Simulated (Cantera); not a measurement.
Standard-state values (1 bar) from the NASA 1993 polynomials, evaluated with Cantera. Values are per mole of reaction as written; species without (g) are pure solids or liquids, kept so even where they would boil at 1 bar.

Question: Between 1225 and 2725 K, where is each reaction favourable under standard conditions?
- BN + 3 Cl(g) ⇌ BCl₃(g) + N(g)

Answer: 
- BN + 3 Cl(g) ⇌ BCl₃(g) + N(g): ΔG° is 44 kJ at 1225 K and 166 kJ at 2725 K; it stays positive (K < 1). ΔH° is -66 kJ and ΔS° -85 J/K at 2725 K.
